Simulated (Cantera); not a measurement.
Mixture: CH4 : O2 : N2 = 1 : 2.47 : 14.1 (molar parts), at 36.5 atm, adiabatic and at constant pressure. Ignition delay is the time to a rise of 400 K.

Model: GRI-Mech 3.0 (53 species, 325 reactions), integrated in Cantera. The pressure lies above the range GRI-Mech 3.0 was tuned for (to about 10 atm).

Problem. Predict: delay at 1125 K; delay at 1200 K; delay at 1275 K; delay at 1350 K; delay at 1425 K; delay at 1500 K; delay at 1575 K; apparent activation energy between 1425 and 1575 K.

Solution. 
```
Item                                                     Value
--------------------------------------------------  ----------
delay at 1125 K                                        3.92 ms
delay at 1200 K                                        1.49 ms
delay at 1275 K                                       0.640 ms
delay at 1350 K                                       0.299 ms
delay at 1425 K                                       0.149 ms
delay at 1500 K                                        77.2 µs
delay at 1575 K                                        41.5 µs
apparent activation energy between 1425 and 1575 K  160 kJ/mol
```
